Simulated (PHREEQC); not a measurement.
Make-up at 66 °C: 0.15 mmol/kgw PbCl2, 2.3 mmol/kgw NaCl and 2.4 mmol/kgw Zn(NO3)2. Closed to the air; pH follows from the charge balance.

All values are PHREEQC results (ion-association model, phreeqc.dat), not measurements.

Precipitation was switched off in this run.

Order these Pb species by the share of Pb that they hold, largest first: PbCl+, Pb+2, PbOH+, PbNO3+.

Pb+2 (83 %), PbCl+ (13 %), PbNO3+ (3.8 %), PbOH+ (0.22 %)

The pH is 5.28 and the ionic strength 0.00979 mol/kgw. At this temperature some constants are extrapolated from 25 °C, and those without enthalpy data are left unchanged.
